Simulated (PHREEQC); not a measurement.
Sulfide liquor: an equilibrium model

Dissolve 0.0082 mol H2S and 0.00097 mol NaHCO3 per kg of water at 22 °C. Closed to the air; pH follows from the charge balance.

Model: ion-association model, wateq4f.dat, run in PHREEQC.

This is a speciation only: nothing precipitates in the calculation.

Question: Estimate the pH.

Answer: pH 5.94.

Question: In which forms is S present?

Answer: H2S 91 %, HS- 8.6 % of the S.

Complexes and solids missing from the database can't appear. The polysulfide entries of wateq4f.dat were taken out for this run.
